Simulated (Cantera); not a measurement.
What does this Cantera script print?

```python
import numpy as np
import cantera as ct

gas = ct.Solution("gri30.yaml")


def delay(T, t_max=10):
    gas.TPX = T, 1000000, {'CO': 1, 'H2': 0.42, 'O2': 0.355, 'N2': 1.33}
    reactor = ct.IdealGasConstPressureReactor(gas, clone=False)
    net = ct.ReactorNet([reactor])
    net.rtol, net.atol = 1e-8, 1e-16
    while net.time < t_max:
        t_old, T_old = net.time, reactor.T
        net.step()
        if reactor.T > T + 400:  # ignition: a rise of 400 K
            return t_old + (T + 400 - T_old) / (reactor.T - T_old) * (net.time - t_old)
    return np.nan


taus = []
for T in [975, 1075, 1175, 1275, 1375, 1475, 1575, 1675, 1775, 1875]:
    taus.append(delay(T))
    print(f"T0 = {T:6g} K   tau = {taus[-1]:.4e} s")
```

It prints:

```
T0 =    975 K   tau = 4.3012e-03 s
T0 =   1075 K   tau = 3.9444e-04 s
T0 =   1175 K   tau = 4.0080e-05 s
T0 =   1275 K   tau = 8.3021e-06 s
T0 =   1375 K   tau = 3.8481e-06 s
T0 =   1475 K   tau = 2.4210e-06 s
T0 =   1575 K   tau = 1.7518e-06 s
T0 =   1675 K   tau = 1.3824e-06 s
T0 =   1775 K   tau = 1.1629e-06 s
T0 =   1875 K   tau = 1.0298e-06 s
```

Cantera simulation using GRI-Mech 3.0 (53 species, 325 reactions); the numbers are that mechanism's predictions, not measurements. The hydrogen kinetics of GRI-Mech 3.0 are dated; newer H2 mechanisms differ, most at raised pressure. Where the delays flatten at high temperature, the 400 K rule measures the pace of heat release, not the induction time.
